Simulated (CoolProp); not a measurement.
Vapour-liquid equilibrium of propylene (1) + acetone (2) at 286 kPa; x and y are mole fractions of (1).

Model: multi-fluid Helmholtz-energy mixture model, Lemmon 2013 and Lemmon 2006; pair parameters Bell 2016, in CoolProp.

Task: Give the bubble temperature and the first vapour's composition at x = 0.35, 0.5, 0.8. Is there an azeotrope?

Result: x = 0.35: -9.9 °C, y = 0.984; x = 0.5: -14.2 °C, y = 0.988; x = 0.8: -17.6 °C, y = 0.992. No azeotrope shows between x = 0.05 and 0.95.

Pair parameters are fitted to limited data, so mixtures are less certain than the pure fluids. With so large a gap from Raoult's law the liquid may split in two, which this calculation doesn't test in full.
